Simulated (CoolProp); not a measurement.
1000 sccm (0 °C, 1 atm) of nitrogen bubbles through liquid benzene at 307.5 K and leaves saturated at a total pressure of 0.0399 MPa (ideal gas phase). Each further row changes one setting.

The numbers come from the reference Helmholtz-energy equation of state, Thol 2012 in CoolProp.

| case | vapour pressure (kPa) | mole fraction of vapour | delivery (mg/min) | delivery (sccm) | change of delivery for a bath 1 K warmer (%) |
|---|---|---|---|---|---|
| as stated | 19.2 | 0.482 | 3250 | 932 | 8.8 |
| bath temperature 312.5 K | 23.7 | 0.595 | 5120 | 1470 | 11 |
| total pressure 0.0798 MPa | 19.2 | 0.241 | 1110 | 318 | 5.8 |
